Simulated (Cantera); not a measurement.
Input: 1 mol SiH₄, 0.55 mol CH₄, 3.1 mol H₂, held at 0.0133 bar.

Method: chemical equilibrium by Gibbs-energy minimisation in Cantera with the NASA 1993 tables (ideal gas, pure condensed phases). Candidate condensed phases: C, C₆H₆, C₇H₈, C₈H₁₈, Si, SiC; 87 gas species. Mutual solubility and eutectic melting of coexisting phases are not modelled. Gases not in the tables: Si₂H₆ and higher silanes. Rates play no part.

### Question
Which condensed phases are stable at each of these points (T (°C)): 952, 1052, 1152, 1252, 1352, 1452, 1552, 1652, 1752, 1852, 1952, 2052?

### Answer
```csv
T (°C),condensed phases,Si condensed (%)
952,Si(s) + SiC(s),100.0
1052,Si(s) + SiC(s),100.0
1152,Si(s) + SiC(s),100.0
1252,Si(s) + SiC(s),100.0
1352,Si(s) + SiC(s),100.0
1452,Si(l) + SiC(s),99.9
1552,Si(l) + SiC(s),99.7
1652,Si(l) + SiC(s),99.0
1752,Si(l) + SiC(s),96.7
1852,Si(l) + SiC(s),90.0
1952,Si(l) + SiC(s),71.4
2052,SiC(s),50.6
```

From 952 °C to 1352 °C the condensed part is Si(s) + SiC(s). From 1452 °C to 1952 °C the condensed part is Si(l) + SiC(s). At 2052 °C the condensed part is SiC(s).
